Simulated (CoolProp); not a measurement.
A Linde-Hampson liquefier for ethane: isothermal reversible compression at 320 K from 1 atm to 5 MPa, throttling to 1 atm, return gas leaving the recuperator 2 K below the feed. Each further row changes one setting.

The numbers come from the reference Helmholtz-energy equation of state, Bücker 2006 in CoolProp.

```
case                        liquid yield per pass  compression work (kJ/kg of gas)
--------------------------  ---------------------  -------------------------------
as stated                                     [?]                              315
high pressure 10 MPa                        0.430                              [?]
warm-end temperature 350 K                    [?]                              354
warm-end gap 7 K                            0.160                              315
```

Question: Some entries are withheld; supply them.

Answer: 
- as stated, liquid yield per pass: 0.171
- high pressure 10 MPa, compression work (kJ/kg of gas): 338
- warm-end temperature 350 K, liquid yield per pass: 0.108
